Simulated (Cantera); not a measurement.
## Silicon etching in halogen gases: Si + NF3 + H2

Charge: 1 mol Si, a varied amount of NF3, 2.6 mol H2, at 998.15 K and 1.00e-5 bar.

Cantera equilibrium calculation (NASA polynomials, part measured and part estimated; ideal gas, pure solids and liquids). Candidate condensed phases: Si, Si3N4; 37 gas species. The tables' values for SiF3, SiF2 are old estimates; treat these amounts as uncertain. Rates play no part.

| n(NF3) (mol) | x H2 | x HF | x F | x SiF4 | x N2 | n Si(s) | n Si3N4(s) |
|---|---|---|---|---|---|---|---|
| 0.51 | 0.871 | 0.000205 | <1e-12 | 0.126 | 1.50e-6 | 0.232 | 0.127 |
| 1.1 | 0.673 | 0.00133 | <1e-12 | 0.213 | 0.112 | 0 | 0.0585 |
| 1.6 | 0.458 | 0.167 | <1e-12 | 0.208 | 0.167 | 0 | 0 |
| 2.2 | 0.217 | 0.433 | <1e-12 | 0.167 | 0.183 | 0 | 0 |
| 2.7 | 0.0786 | 0.586 | <1e-12 | 0.143 | 0.193 | 0 | 0 |
| 3.3 | <1e-12 | 0.608 | 0.0819 | 0.117 | 0.193 | 0 | 0 |
| 3.9 | <1e-12 | 0.488 | 0.235 | 0.0939 | 0.183 | 0 | 0 |
| 4.4 | <1e-12 | 0.419 | 0.322 | 0.0807 | 0.177 | 0 | 0 |
| 5 | <1e-12 | 0.359 | 0.400 | 0.0690 | 0.172 | 0 | 0 |
x: gas mole fraction; n: condensed amount in mol.

At 0.51 mol NF3 the condensed part is Si(s) + Si3N4(s). At 1.1 mol NF3 the condensed part is Si3N4(s). From 1.6 mol NF3 to 5 mol NF3 nothing is condensed. The main Si-bearing gas is SiF4 throughout.
